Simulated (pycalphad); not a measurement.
Source of the numbers: pycalphad with the COST 507 light-alloy database (1999); pressure 1 atm. The database dates from 1999; later assessments differ in places, in temperatures and in the compounds included. Kinetics are ignored, which matters at the lower temperatures.

Molar enthalpy of Ti-32.72Hf-1.081B (wt.%) in equilibrium (SER reference):

```json
[
 {"T (°C)": "2577", "H (kJ/mol)": "104.42", "phases": "LIQUID"},
 {"T (°C)": "2377", "H (kJ/mol)": "95.39", "phases": "LIQUID"},
 {"T (°C)": "2177", "H (kJ/mol)": "86.36", "phases": "LIQUID"},
 {"T (°C)": "1977", "H (kJ/mol)": "77.34", "phases": "LIQUID"},
 {"T (°C)": "1777", "H (kJ/mol)": "68.33", "phases": "LIQUID"},
 {"T (°C)": "1677", "H (kJ/mol)": "63.84", "phases": "LIQUID"},
 {"T (°C)": "1577", "H (kJ/mol)": "59.37", "phases": "LIQUID"},
 {"T (°C)": "1477", "H (kJ/mol)": "38.83", "phases": "BCC_A2 + BM"},
 {"T (°C)": "1377", "H (kJ/mol)": "35.43", "phases": "BCC_A2 + BM"},
 {"T (°C)": "1177", "H (kJ/mol)": "28.96", "phases": "BCC_A2 + BM"},
 {"T (°C)": "977", "H (kJ/mol)": "22.84", "phases": "BCC_A2 + BM"},
 {"T (°C)": "777", "H (kJ/mol)": "13.18", "phases": "HCP_A3 + BM"},
 {"T (°C)": "577", "H (kJ/mol)": "6.82", "phases": "HCP_A3 + BM"},
 {"T (°C)": "377", "H (kJ/mol)": "0.83", "phases": "HCP_A3 + BM"}
]
```

Cooling from 1577 °C to 1477 °C, across the freezing range, releases 20.5 kJ/mol, or 342 J/g. The slope is 45 J/(mol K) in the liquid and 34 J/(mol K) just below the solidus, where it includes any heat of precipitation. Liquidus 1559 °C, solidus 1545 °C. Changes were sought between steps of 100 K, so a narrower field can be missed.

Database names, with the compositions (at.%) that they take in these runs: BM: Ti 48-50 B 50 Hf 0-2. BCC_A2 is bcc; HCP_A3 is hcp.
